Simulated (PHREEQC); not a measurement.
Nickel, zinc or cadmium bath: an equilibrium model

Consider water at 20 °C with 3.1 mmol/kgw CdSO4. Closed to the air; pH follows from the charge balance.

Equilibrium calculation in PHREEQC: ion-association model, wateq4f.dat.

Precipitation was switched off in this run.

Question: What pH, ionic strength does the model give?

Answer: pH 6.53; ionic strength 0.00950 mol/kgw.

Question: In which forms is S present?

Answer: SO4-2 76 %, CdSO4 23 %, Cd(SO4)2-2 1.2 % of the S.
